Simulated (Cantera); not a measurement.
Moist CO burnout

An isothermal, constant-pressure homogeneous reactor starts with 0.750 % CO, 1.56 % O2, 0.321 % H2O, 97.4 % N2, at 1075 K and 39000 Pa.

Detailed kinetics in Cantera: GRI-Mech 3.0 (53 species, 325 reactions).

| t (s) | x CO | x O2 | x H2O | x NO | x OH | x N2O | x HO2 |
|---|---|---|---|---|---|---|---|
| 3.00e-6 | 0.00750 | 0.0156 | 0.00321 | <1e-12 | <1e-12 | <1e-12 | <1e-12 |
| 1.25e-5 | 0.00750 | 0.0156 | 0.00321 | <1e-12 | <1e-12 | <1e-12 | <1e-12 |
| 5.22e-5 | 0.00750 | 0.0156 | 0.00321 | <1e-12 | <1e-12 | <1e-12 | <1e-12 |
| 0.000218 | 0.00750 | 0.0156 | 0.00321 | <1e-12 | <1e-12 | <1e-12 | <1e-12 |
| 0.000909 | 0.00750 | 0.0156 | 0.00321 | <1e-12 | 7.88e-12 | <1e-12 | 2.99e-12 |
| 0.00379 | 0.00750 | 0.0156 | 0.00321 | <1e-12 | 1.02e-10 | <1e-12 | 1.74e-10 |
| 0.0158 | 0.00750 | 0.0156 | 0.00321 | <1e-12 | 1.72e-8 | 1.76e-11 | 5.02e-8 |
| 0.0660 | 0.00300 | 0.0133 | 0.00316 | 4.56e-8 | 2.29e-5 | 1.46e-7 | 1.54e-6 |
| 0.275 | 0.000229 | 0.0120 | 0.00322 | 6.52e-8 | 6.73e-6 | 2.56e-7 | 5.30e-7 |
| 1.15 | 1.17e-5 | 0.0119 | 0.00322 | 6.57e-8 | 1.84e-6 | 2.87e-7 | 6.06e-8 |
| 4.79 | 4.51e-7 | 0.0119 | 0.00323 | 6.70e-8 | 4.70e-7 | 2.85e-7 | 3.29e-9 |
| 20.0 | 1.13e-8 | 0.0119 | 0.00323 | 6.85e-8 | 1.51e-7 | 2.52e-7 | 2.44e-10 |
x: mole fraction; the columns are a selection and need not sum to one.

Equilibrium at this temperature and pressure: CO 7.26e-11, O2 0.0119, H2O 0.00323, NO 1.79e-5, OH 5.00e-8, N2O 9.56e-10, HO2 4.68e-11 (gas phase only).
